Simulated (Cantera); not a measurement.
## Pyrogenic steam for wet oxidation

An isothermal, constant-pressure homogeneous reactor starts with H₂ : O₂ : N₂ = 0.8 : 1 : 0.54 (molar parts), equivalence ratio 0.40, at 1223 K and 0.330 bar.

Model: the H2/O2 subset of GRI-Mech 3.0, which has no nitrogen chemistry, integrated in Cantera. The temperature is held fixed by assumption; the heat of reaction is taken as removed at once.

```csv
t (s),x H₂,x O₂,x OH,x O,x H₂O,x HO₂
6.00e-6,0.342,0.427,9.46e-9,1.60e-8,5.08e-8,3.31e-8
1.91e-5,0.342,0.427,7.28e-7,1.26e-6,6.04e-6,3.72e-7
6.05e-5,0.0736,0.309,0.0148,0.0337,0.229,0.000140
0.000192,0.00270,0.309,0.00220,0.00136,0.407,9.69e-5
0.000610,0.000246,0.309,0.000566,9.61e-5,0.412,1.70e-5
0.00194,2.18e-5,0.309,0.000218,1.29e-5,0.412,2.47e-6
0.00615,2.13e-6,0.309,9.76e-5,2.53e-6,0.412,4.57e-7
0.0195,3.91e-7,0.309,4.89e-5,6.39e-7,0.412,1.20e-7
0.0620,1.05e-7,0.309,2.63e-5,1.87e-7,0.412,4.65e-8
0.197,3.87e-8,0.309,1.56e-5,6.58e-8,0.412,3.42e-8
0.625,2.68e-8,0.309,1.22e-5,4.04e-8,0.412,3.53e-8
1.98,2.64e-8,0.309,1.20e-5,3.94e-8,0.412,3.55e-8
6.30,2.64e-8,0.309,1.20e-5,3.94e-8,0.412,3.55e-8
20.0,2.64e-8,0.309,1.20e-5,3.94e-8,0.412,3.55e-8
```
x: mole fraction; the columns are a selection and need not sum to one.

Equilibrium at this temperature and pressure: H₂ 2.64e-8, O₂ 0.309, OH 1.20e-5, O 3.94e-8, H₂O 0.412, HO₂ 3.55e-8 (gas phase only).
